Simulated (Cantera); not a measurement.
Feed: 1 mol C₂H₅OH, 1.3 mol H₂, equilibrated at 16500 Torr.

Method: chemical equilibrium by Gibbs-energy minimisation in Cantera with the NASA 1993 tables (ideal gas, pure condensed phases). Candidate condensed phases: C, C₆H₆, C₇H₈, C₈H₁₈, H₂O; 110 gas species. Rates play no part. All values below are at 800 K.

Base state: CH₄ 0.547, H₂O 0.278, H₂ 0.136, CO₂ 0.0343, CO 0.00397, C₂H₆ 4.41e-5 (mole fractions); condensed: C(graphite).

Task: What changes in the equilibrium state with this change: C₂H₅OH replaced by C₆H₆?

Result: 
```
species            before    after
----------------  -------  -------
CH₄                 0.547    0.832
H₂                  0.136    0.168
C₂H₆              4.41e-5  8.26e-5
H₂O                 0.278        0
CO₂                0.0343        0
CO                0.00397        0
C(graphite), mol    0.331     4.05
```
